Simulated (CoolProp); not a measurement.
Values from CoolProp's reference Helmholtz-energy equation of state, Setzmann 1991.

Problem. Give the vapour pressure (kPa), vapour density (kg/m³), enthalpy of vaporisation (kJ/kg), vapour viscosity (µPa s) of saturated methane at -126.75 °C.

Solution. 
```json
[
 {"T (°C)": "-126.75", "p (kPa)": "880", "vapour density (kg/m³)": "13.8", "enthalpy of vaporisation (kJ/kg)": "425", "vapour viscosity (µPa s)": "5.71"}
]
```

Viscosity comes from a separate model (Quiñones-Cisneros 2006).
